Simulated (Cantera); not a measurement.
Charge: 1 mol FeCl₃, 0.49 mol H₂O, 0.93 mol N₂, equilibrated at 0.210 Pa.

Cantera equilibrium calculation (NASA polynomials, part measured and part estimated; ideal gas, pure solids and liquids). Candidate condensed phases: Fe, FeCl₂, FeCl₃, FeO, Fe(OH)₂, Fe(OH)₃, Fe₂O₃, Fe₃O₄, H₂O, NH₄Cl; 37 gas species. The tables' stoichiometric FeO is somewhat more stable than real wüstite, so its field is too wide. FeO: taken at fixed stoichiometry. Rates play no part.

x: gas mole fraction; n: condensed amount in mol.

```csv
T (°C),x Cl,x HCl,x N₂,x FeCl₂,x Fe,x H₂O,x O₂,x H,x O,n Fe₂O₃(s),n Fe₃O₄(s),n FeO(s)
852,0.0864,0.304,0.291,0.268,<1e-12,0.00115,0.0435,2.94e-9,6.65e-7,0.0693,0,0
902,0.0906,0.300,0.289,0.269,5.16e-12,0.00252,0.0474,2.07e-8,2.19e-6,0,0.0442,0
952,0.0970,0.295,0.288,0.268,1.30e-10,0.00464,0.0460,1.21e-7,6.23e-6,0,0.0445,0
1002,0.103,0.287,0.288,0.268,2.55e-9,0.00797,0.0445,6.10e-7,1.63e-5,0,0.0441,0
1052,0.110,0.277,0.287,0.269,3.98e-8,0.0127,0.0430,2.69e-6,3.94e-5,0,0.0424,0
1102,0.117,0.264,0.286,0.272,5.08e-7,0.0189,0.0415,1.05e-5,8.95e-5,0,0.0395,0
1152,0.124,0.248,0.286,0.275,5.42e-6,0.0262,0.0401,3.63e-5,0.000192,0,0.0353,0
1202,0.131,0.231,0.285,0.278,4.91e-5,0.0343,0.0387,0.000114,0.000390,0,0.0303,0
1252,0.139,…,0.284,0.282,…,…,0.0375,…,…,0,…,0
1302,0.149,0.192,0.280,0.282,0.00252,0.0498,0.0387,0.000841,0.00145,0,0,0.0538
1352,0.169,0.178,0.273,0.267,0.0123,0.0511,0.0366,0.00197,0.00257,0,0,0.0399
1402,0.206,0.165,0.256,0.227,0.0420,0.0458,0.0372,0.00403,0.00454,0,0,0
1452,…,0.158,…,…,…,…,…,…,…,0,0,0
1502,0.352,0.143,0.202,0.0789,0.130,0.0228,0.0295,0.0125,0.0113,0,0,0
```

### Question
Complete the blanks.

### Answer

- 1452, x Cl: 0.276
- 1452, x N₂: 0.230
- 1452, x FeCl₂: 0.154
- 1452, x Fe: 0.0850
- 1452, x H₂O: 0.0332
- 1452, x O₂: 0.0338
- 1452, x H: 0.00729
- 1452, x O: 0.00737
- 1252, x HCl: 0.212
- 1252, x Fe: 0.000385
- 1252, x H₂O: 0.0425
- 1252, x H: 0.000326
- 1252, x O: 0.000756
- 1252, n Fe₃O₄(s): 0.0243
